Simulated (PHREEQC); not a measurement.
Dissolve 0.071 mol/kgw MnSO4 at 25 °C. Closed to the air; pH follows from the charge balance.

Computed with PHREEQC (ion-association model, phreeqc.dat).

This is a speciation only: nothing precipitates in the calculation.

Task: Predict the pH, specific conductance, ionic strength.

Result: pH 6.38; specific conductance 6870 µS/cm; ionic strength 0.161 mol/kgw.

Task: In which forms is S present?

Result: SO4-2 57 %, MnSO4 43 % of the S.
